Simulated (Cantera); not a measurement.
Input (Python, Cantera):

```python
import numpy as np
import cantera as ct

gas = ct.Solution("h2o2.yaml")
gas.TPX = 525, 21000, {'H2': 1, 'O2': 0.5, 'N2': 1.88}
flame = ct.FreeFlame(gas, width=0.12)
flame.set_refine_criteria(ratio=3, slope=0.08, curve=0.16)
flame.transport_model = "mixture-averaged"
flame.solve(loglevel=0, auto=True)
z, T = flame.grid, flame.T
thick = (T[-1] - T[0]) / np.gradient(T, z).max()
show = ['H2', 'O2', 'O', 'H2O2', 'HO2', 'H2O']
print(f"laminar burning velocity  {flame.velocity[0] * 100:.3f} cm/s")
print(f"burnt temperature         {T[-1]:.1f} K")
print(f"thermal thickness         {thick * 1e3:.4f} mm")
print(f"grid points               {len(z)}")
z0 = z[flame.heat_release_rate.argmax()]
print(f"{'z/mm':>9s}{'T/K':>9s}{'u/(m/s)':>9s}" + "".join(f"{s:>11s}" for s in show))
rows = []
for k in (-3, -2, -1.5, -1, -0.5, -0.25, 0, 0.25, 0.5, 1, 2, 4, 8):
    zz = z0 + k * thick
    rows.append([k * thick, np.interp(zz, z, T), np.interp(zz, z, flame.velocity),
                 *(np.interp(zz, z, flame.X[gas.species_index(s)]) for s in show)])
    print(f"{rows[-1][0] * 1e3:9.3f}{rows[-1][1]:9.1f}{rows[-1][2]:9.3f}" + "".join(f"{x:11.3e}" for x in rows[-1][3:]))
```

Result:

```
laminar burning velocity  503.139 cm/s
burnt temperature         2422.0 K
thermal thickness         3.4426 mm
grid points               136
     z/mm      T/K  u/(m/s)         H2         O2          O       H2O2        HO2        H2O
  -10.328    525.0    5.031  2.959e-01  1.479e-01  3.180e-18  4.786e-15 -6.582e-14  1.559e-14
   -6.885    525.0    5.031  2.959e-01  1.479e-01  2.599e-15  5.068e-15  2.962e-12  1.403e-13
   -5.164    525.0    5.031  2.959e-01  1.479e-01  2.683e-13  3.095e-14  2.069e-10  8.100e-12
   -3.443    525.0    5.031  2.959e-01  1.479e-01  2.140e-10  4.164e-11  1.001e-07  6.768e-09
   -1.721    531.2    5.083  2.944e-01  1.480e-01  4.206e-06  1.267e-06  8.543e-05  3.022e-04
   -0.861    689.2    6.495  2.691e-01  1.441e-01  1.931e-04  4.240e-06  6.283e-05  1.339e-02
    0.000   1124.9   10.246  1.396e-01  9.766e-02  7.057e-03  1.154e-06  2.316e-05  1.126e-01
    0.861   1412.6   12.709  5.270e-02  4.108e-02  1.439e-02  1.214e-06  8.659e-06  2.115e-01
    1.721   1536.4   13.722  4.703e-02  3.361e-02  1.476e-02  8.675e-07  6.158e-06  2.250e-01
    3.443   1677.0   14.834  4.793e-02  3.019e-02  1.371e-02  4.981e-07  4.652e-06  2.332e-01
    6.885   1833.7   16.034  4.758e-02  2.660e-02  1.176e-02  2.586e-07  3.409e-06  2.436e-01
   13.771   1993.4   17.217  4.505e-02  2.279e-02  9.259e-03  1.404e-07  2.439e-06  2.561e-01
   27.541   2145.7   18.308  4.043e-02  1.892e-02  6.652e-03  8.826e-08  1.785e-06  2.703e-01
```

Detailed kinetics in Cantera: the H2/O2 subset of GRI-Mech 3.0, which has no nitrogen chemistry. Burning velocities carry a grid error of a few per cent, more on coarse grids.
